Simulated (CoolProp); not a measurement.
A single-stage vapour-compression cycle with R141b: evaporating at 316.15 K (dew point), condensing at 381.15 K (bubble point), superheat 0 K, subcooling 2 K, compressor efficiency 0.7, no pressure losses. Each further row changes one setting.

Computed with CoolProp (reference Helmholtz-energy equation of state, Lemmon 2006). It is a short technical equation, of lower accuracy than the large ones.

```
case                              cooling COP  pressure ratio  discharge temperature (K)  refrigerating effect (kJ/kg)  volumetric capacity (kJ/m³)
--------------------------------  -----------  --------------  -------------------------  ----------------------------  ---------------------------
as stated                                 ___            5.50                      391.8                           139                          955
evaporating temperature 321.15 K          ___            4.69                        ___                           142                          ___
condensing temperature 376.15 K          2.89            4.94                      386.7                           146                          999
subcooling 7 K                           2.70            5.50                      391.8                           146                          999
superheat 10 K                            ___            5.50                      402.4                           147                          ___
compressor efficiency 0.6                2.21            5.50                      400.7                           139                          955
```

**Question.** Fill in the missing entries.

**Answer.** 
- as stated, cooling COP: 2.58
- evaporating temperature 321.15 K, cooling COP: 2.91
- evaporating temperature 321.15 K, discharge temperature (K): 390.3
- evaporating temperature 321.15 K, volumetric capacity (kJ/m³): 1140
- superheat 10 K, cooling COP: 2.63
- superheat 10 K, volumetric capacity (kJ/m³): 975
